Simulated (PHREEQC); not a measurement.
Solution (25 °C): 6.5e-05 mol CaSO4 per kg of water. Closed to the air; pH follows from the charge balance.

Computed with PHREEQC (ion-association model, phreeqc.dat).

Each row changes one thing in this solution. This is a speciation only: nothing precipitates in the calculation.

| case | CaSO4 (mol/kgw) | HSO4- (mol/kgw) | CaOH+ (mol/kgw) | SI of Gypsum (CaSO4:2H2O) |
|---|---|---|---|---|
| as made | 6.36e-7 | 5.95e-10 | 1.01e-10 | -3.87 |
| CaSO4 from 6.5e-05 to 5.85e-05 mol/kgw | ___ | 5.37e-10 | ___ | -3.95 |
| CaSO4 from 6.5e-05 to 1.3e-05 mol/kgw | ___ | ___ | 2.09e-11 | -5.22 |
| temperature from 25 to 35 °C | 6.81e-7 | 1.07e-9 | 7.00e-11 | -3.86 |
| diluted 10-fold with water | 7.15e-9 | ___ | 1.05e-11 | -5.81 |

Problem. Complete the blanks.

Solution. 
- CaSO4 from 6.5e-05 to 5.85e-05 mol/kgw, CaSO4 (mol/kgw): 5.20e-7
- CaSO4 from 6.5e-05 to 5.85e-05 mol/kgw, CaOH+ (mol/kgw): 9.10e-11
- CaSO4 from 6.5e-05 to 1.3e-05 mol/kgw, CaSO4 (mol/kgw): 2.80e-8
- CaSO4 from 6.5e-05 to 1.3e-05 mol/kgw, HSO4- (mol/kgw): 1.24e-10
- diluted 10-fold with water, HSO4- (mol/kgw): 6.24e-11
